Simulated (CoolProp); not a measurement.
Vapour-liquid equilibrium of ethane (1) + propane (2) at 278.6 K; x and y are mole fractions of (1).

Values from CoolProp's multi-fluid Helmholtz-energy mixture model, Bücker 2006 and Lemmon 2009; pair parameters Kunz 2012.

```
x     bubble pressure (bar)  y at the bubble point  dew pressure at overall composition x (bar)  liquid density (mol/L)
----  ---------------------  ---------------------  -------------------------------------------  ----------------------
0.05                  6.466                  0.161                                        5.833                   11.91
0.2                   9.134                      ?                                            ?                   12.19
0.35                  11.91                      ?                                        7.919                   12.45
0.5                       ?                  0.760                                        9.599                       ?
0.65                  18.13                      ?                                        12.11                   12.87
0.8                   21.70                  0.921                                        16.19                   12.97
0.95                      ?                      ?                                        23.53                   12.93
```

### Question
Some entries are withheld; supply them.

### Answer

- 0.2, y at the bubble point: 0.464
- 0.2, dew pressure at overall composition x (bar): 6.723
- 0.35, y at the bubble point: 0.640
- 0.5, bubble pressure (bar): 14.89
- 0.5, liquid density (mol/L): 12.68
- 0.65, y at the bubble point: 0.850
- 0.95, bubble pressure (bar): 25.71
- 0.95, y at the bubble point: 0.981

No azeotrope shows between x = 0.05 and 0.95.

Pair parameters are fitted to limited data, so mixtures are less certain than the pure fluids.
